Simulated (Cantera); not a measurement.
An isothermal, constant-pressure homogeneous reactor starts with 16.9 % CH4, 83.1 % N2, at 1850 K and 10.5 Torr.

Cantera simulation using GRI-Mech 3.0 (53 species, 325 reactions); the numbers are that mechanism's predictions, not measurements. GRI-Mech 3.0 stops at C3 and has no aromatics, soot or wall deposition, so with more carbon than oxygen in the feed, carbon stays in small species such as C2H2 where larger ones or solid carbon would form. Radical loss at walls, strong at low pressure, is not modelled.

x: mole fraction; the columns are a selection and need not sum to one.

| t (s) | x CH4 | x C2H | x HCN | x C2H6 | x C2H2 |
|---|---|---|---|---|---|
| 0.000200 | 0.169 | <1e-12 | <1e-12 | ___ | 1.09e-10 |
| 0.000561 | 0.169 | <1e-12 | 1.85e-12 | ___ | 9.70e-9 |
| 0.00157 | 0.169 | 1.57e-11 | 2.65e-11 | ___ | 7.04e-7 |
| 0.00441 | 0.166 | 2.19e-9 | 5.78e-10 | ___ | 4.84e-5 |
| 0.0124 | 0.143 | 1.17e-7 | 4.14e-8 | ___ | 0.00315 |
| 0.0346 | 0.0662 | 1.29e-6 | 1.17e-6 | ___ | 0.0390 |
| 0.0971 | 0.0208 | 2.35e-6 | 5.25e-6 | ___ | 0.0626 |
| 0.272 | 0.00457 | 3.72e-6 | 1.45e-5 | ___ | 0.0702 |
| 0.763 | 0.000688 | 5.92e-6 | 3.47e-5 | ___ | 0.0720 |
| 2.14 | 0.000109 | 7.49e-6 | 6.27e-5 | 4.04e-10 | 0.0723 |
| 6.00 | 2.63e-5 | 7.66e-6 | 8.37e-5 | 2.68e-11 | 0.0723 |

**Question.** What belongs in the gaps?

**Answer.** 
- 0.000200, x C2H6: 2.70e-9
- 0.000561, x C2H6: 4.93e-8
- 0.00157, x C2H6: 6.47e-7
- 0.00441, x C2H6: 6.09e-6
- 0.0124, x C2H6: 3.42e-5
- 0.0346, x C2H6: 2.20e-5
- 0.0971, x C2H6: 3.26e-6
- 0.272, x C2H6: 2.78e-7
- 0.763, x C2H6: 1.18e-8
